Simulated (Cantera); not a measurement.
A closed system holds: 1 mol SiO2, 3.2 mol MgO, 1.2 mol H2O, equilibrated at 1125 K and 1 atm.

These are equilibrium values from Cantera (NASA tables, ideal gas, pure condensed phases), not measurements of a reactor. Candidate condensed phases: H2O, Mg, MgO, Mg(OH)2, MgSiO3, Mg2SiO4, Si, SiO2; 24 gas species. Mutual solubility and eutectic melting of coexisting phases are not modelled. Condensed phases not in the tables: alloys, solid solutions and most ternary compounds. Rates play no part.

Base state: H2O 1.000 (mole fractions); condensed: MgO(s) + Mg2SiO4(s).

Question: What changes in the equilibrium state with this change: temperature from 1125 K to 1725 K?

Answer: 
| species | before | after |
|---|---|---|
| H2O | 1.000 | 0.998 |
| H2 | 2.28e-6 | 0.00115 |
| O2 | 1.10e-6 | 0.000501 |
| OH | 1.52e-7 | 0.000299 |
| MgO(s), mol | 1.20 | 1.20 |
| Mg2SiO4(s), mol | 1.00 | 1.00 |
